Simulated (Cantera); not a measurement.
Predominance diagram of Zr at 1302 °C against the partial pressures of O₂ and N₂ (log10, bar). Standard-state values (1 bar) from the NASA 1993 polynomials, evaluated with Cantera. Candidates: Zr(β), ZrN(s), ZrO₂(tetragonal). Only these pure phases compete in this equilibrium. ZrN: taken at fixed stoichiometry.

### Question
Which phase is stable at these pairs, and which metal-bearing vapour leads over it? (-19.8, -6.5); (-1, -0.2); (-20.9, -0.2); (-21.9, -4); (-13.6, -9); (-21.9, -2.8); (-11.5, -0.2)

### Answer
| log p(O₂) | log p(N₂) | phase | chief vapour | log p (bar) |
|---|---|---|---|---|
| -19.8 | -6.5 | ZrO₂(tetragonal) | ZrO | -15.0 |
| -1 | -0.2 | ZrO₂(tetragonal) | ZrO₂ | -16.0 |
| -20.9 | -0.2 | ZrN(s) | ZrO | -15.9 |
| -21.9 | -4 | ZrN(s) | ZrO | -14.5 |
| -13.6 | -9 | ZrO₂(tetragonal) | ZrO₂ | -16.0 |
| -21.9 | -2.8 | ZrN(s) | ZrO | -15.1 |
| -11.5 | -0.2 | ZrO₂(tetragonal) | ZrO₂ | -16.0 |
